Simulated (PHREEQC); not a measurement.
Solution (25 °C): 0.066 mol/kgw NaH2PO4 and 0.026 mol/kgw KOH. Closed to the air; pH follows from the charge balance.

Model: ion-association model, phreeqc.dat, run in PHREEQC.

Precipitation was switched off in this run.

Q: Order these P species by the share of P that they hold, largest first: H2PO4-, HPO4-2, KHPO4-, NaHPO4-.

A: H2PO4- (61 %), HPO4-2 (37 %), NaHPO4- (1.7 %), KHPO4- (0.64 %)

The pH is 6.66 and the ionic strength 0.115 mol/kgw.
